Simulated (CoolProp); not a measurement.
Saturation properties of C3F8 (R218).

The numbers come from the reference Helmholtz-energy equation of state, Lemmon 2006 in CoolProp. It is a short technical equation, of lower accuracy than the large ones.

```json
[
 {"T (K)": "158.4", "p (MPa)": "0.0003327", "liquid density (kg/m³)": "1892", "liquid cp (kJ/(kg K))": "0.8309", "surface tension (mN/m)": "20.4"},
 {"T (K)": "168.1", "p (MPa)": "0.0009629", "liquid density (kg/m³)": "1858", "liquid cp (kJ/(kg K))": "0.8460", "surface tension (mN/m)": "19.1"},
 {"T (K)": "177.9", "p (MPa)": "0.002453", "liquid density (kg/m³)": "1824", "liquid cp (kJ/(kg K))": "0.8621", "surface tension (mN/m)": "17.8"},
 {"T (K)": "187.6", "p (MPa)": "0.005522", "liquid density (kg/m³)": "1790", "liquid cp (kJ/(kg K))": "0.8788", "surface tension (mN/m)": "16.5"},
 {"T (K)": "197.4", "p (MPa)": "0.01139", "liquid density (kg/m³)": "1756", "liquid cp (kJ/(kg K))": "0.8964", "surface tension (mN/m)": "15.3"},
 {"T (K)": "207.2", "p (MPa)": "0.02166", "liquid density (kg/m³)": "1721", "liquid cp (kJ/(kg K))": "0.9148", "surface tension (mN/m)": "14.1"},
 {"T (K)": "216.9", "p (MPa)": "0.03822", "liquid density (kg/m³)": "1685", "liquid cp (kJ/(kg K))": "0.9338", "surface tension (mN/m)": "12.9"},
 {"T (K)": "226.7", "p (MPa)": "0.06402", "liquid density (kg/m³)": "1649", "liquid cp (kJ/(kg K))": "0.9540", "surface tension (mN/m)": "11.7"},
 {"T (K)": "236.5", "p (MPa)": "0.1020", "liquid density (kg/m³)": "1611", "liquid cp (kJ/(kg K))": "0.9754", "surface tension (mN/m)": "10.5"},
 {"T (K)": "246.2", "p (MPa)": "0.1549", "liquid density (kg/m³)": "1572", "liquid cp (kJ/(kg K))": "0.9980", "surface tension (mN/m)": "9.36"},
 {"T (K)": "256", "p (MPa)": "0.2277", "liquid density (kg/m³)": "1531", "liquid cp (kJ/(kg K))": "1.023", "surface tension (mN/m)": "8.23"},
 {"T (K)": "265.7", "p (MPa)": "0.3230", "liquid density (kg/m³)": "1489", "liquid cp (kJ/(kg K))": "1.050", "surface tension (mN/m)": "7.15"}
]
```

It boils at 236.4 K under 1 atm.

Surface tension comes from a separate correlation (Mulero 2012).
